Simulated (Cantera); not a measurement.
## Thermodynamics of iron carbonyl, mercury and lead vapours, feed PbO + CO + H₂

Input: 1 mol PbO, 0.29 mol CO, 8.2 mol H₂, equilibrated at 36.0 mbar.

Cantera equilibrium calculation (NASA polynomials, part measured and part estimated; ideal gas, pure solids and liquids). Candidate condensed phases: C, C₆H₆, C₇H₈, C₈H₁₈, H₂O, Pb, PbO, PbO₂, Pb₃O₄; 113 gas species. Equilibrium is a limit: real reactors are often held back by kinetics, nucleation or transport.

| T (K) | x H₂ | x H₂O | x Pb | x CO | n Pb(l) |
|---|---|---|---|---|---|
| 1125 | 0.847 | 0.113 | 0.00526 | 0.0303 | 0.955 |
| 1175 | 0.841 | 0.113 | 0.0121 | 0.0305 | 0.896 |
| 1225 | 0.829 | 0.112 | 0.0260 | 0.0305 | 0.774 |
| 1275 | 0.806 | 0.109 | 0.0524 | 0.0299 | 0.531 |
| 1325 | 0.765 | 0.104 | 0.100 | 0.0286 | 0.0550 |
| 1375 | 0.761 | 0.103 | 0.105 | 0.0287 | 0 |
| 1425 | 0.760 | 0.104 | 0.105 | 0.0288 | 0 |
| 1475 | 0.760 | 0.104 | 0.105 | 0.0290 | 0 |
x: gas mole fraction; n: condensed amount in mol.

From 1125 K to 1325 K the condensed part is Pb(l). From 1375 K to 1475 K nothing is condensed. The main Pb-bearing gas is Pb throughout.
